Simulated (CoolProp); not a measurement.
Water along the isotherm 726.85 °C: fugacity coefficient from the reference equation and from simpler models built on Tc = 373.9 °C, pc = 22.06 MPa, ω = 0.344; each cubic takes its own stable root.

Model: reference Helmholtz-energy equation of state, Wagner 2002, in CoolProp.

```json
[
 {"p (MPa)": "0.316", "phase": "gas", "reference": "0.9992"},
 {"p (MPa)": "0.534", "phase": "gas", "reference": "0.9986"},
 {"p (MPa)": "0.901", "phase": "gas", "reference": "0.9977"},
 {"p (MPa)": "1.52", "phase": "gas", "reference": "0.9961"},
 {"p (MPa)": "2.57", "phase": "gas", "reference": "0.9935"},
 {"p (MPa)": "4.33", "phase": "gas", "reference": "0.9890"},
 {"p (MPa)": "7.31", "phase": "gas", "reference": "0.9815"},
 {"p (MPa)": "12.3", "phase": "gas", "reference": "0.9689"},
 {"p (MPa)": "20.8", "phase": "gas", "reference": "0.9479"},
 {"p (MPa)": "35.1", "phase": "supercritical", "reference": "0.9137"},
 {"p (MPa)": "59.3", "phase": "supercritical", "reference": "0.8607"},
 {"p (MPa)": "100", "phase": "supercritical", "reference": "0.7896"}
]
```

Task: How far does each simpler model (van der Waals, Redlich-Kwong, Soave-Redlich-Kwong) lie from the reference over these 12 states: mean and median of the absolute difference, and the worst?

Result: 
- van der Waals: mean 3.1 %, median 1.0 %, worst -12.1 % at 726.85 °C and 100 MPa
- Redlich-Kwong: mean 2.0 %, median 0.8 %, worst -6.6 % at 726.85 °C and 100 MPa
- Soave-Redlich-Kwong: mean 1.9 %, median 0.3 %, worst +12.2 % at 726.85 °C and 100 MPa
